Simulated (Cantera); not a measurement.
Input: 1 mol c-C4F8, 0.026 mol CH4, 3 mol H2, equilibrated at 1.10e-5 bar.

Cantera equilibrium calculation (NASA polynomials, part measured and part estimated; ideal gas, pure solids and liquids). Candidate condensed phases: C, C6H6, C7H8, C8H18; 95 gas species. The feed counts by its element totals alone. Equilibrium is a limit: real reactors are often held back by kinetics, nucleation or transport. All values below are at 2727 °C.

Base state: F 0.439, H 0.334, C 0.206, HF 0.0105, C2 0.00575, C3 0.00253, CF 0.00227, H2 4.92e-5 (mole fractions); condensed: gas only.

Task: What changes in the equilibrium state with this change: c-C4F8 replaced by CH3F?

Result: 
| species | before | after |
|---|---|---|
| H | 0.334 | 0.818 |
| C | 0.206 | 0.0898 |
| F | 0.439 | 0.0853 |
| HF | 0.0105 | 0.00497 |
| C3 | 0.00253 | 0.000210 |
| CF | 0.00227 | 0.000192 |
| H2 | 4.92e-5 | 0.000295 |
| C2 | 0.00575 | 0.00109 |
